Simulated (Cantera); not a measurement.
A closed system holds: 1 mol SiH2Cl2, 1.7 mol HCl, 680 mol H2, equilibrated at 120000 Pa.

Equilibrium computed with Cantera from the NASA thermochemical tables; the gas is ideal and each condensed phase is pure. Candidate condensed phases: Si; 19 gas species. Rates play no part. All values below are at 923 K.

Base state: H2 0.997, HCl 0.00133, SiHCl3 0.000807, SiCl4 0.000303, SiH2Cl2 0.000211, SiH3Cl 1.36e-5 (mole fractions); condensed: Si(s).

Task: What changes in the equilibrium state with this change: SiH2Cl2 replaced by Si3H8?

Result: 
```tsv
species	before	after
H2	0.997	0.999
HCl	0.00133	0.000970
SiHCl3	0.000807	0.000311
SiCl4	0.000303	8.46e-5
SiH2Cl2	0.000211	0.000112
SiH3Cl	1.36e-5	9.90e-6
Si(s), mol	0.0839	2.64
```
The feed counts by its element totals alone.
